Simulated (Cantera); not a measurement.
Standard-state values (1 bar) from the NASA 1993 polynomials, evaluated with Cantera. Values are per mole of reaction as written; species without (g) are pure solids or liquids, kept so even where they would boil at 1 bar.

a) 4 Li + O2(g) ⇌ 2 Li2O
b) 0.8 Ta + O2(g) ⇌ 0.4 Ta2O5
c) Nb + O2(g) ⇌ NbO2
d) 1.333 Ti + O2(g) ⇌ 0.6667 Ti2O3

**Question.** Order these by ΔG° at 825 K, most negative first.

**Answer.** a (-981 kJ), d (-858 kJ), b (-672 kJ), c (-643 kJ)
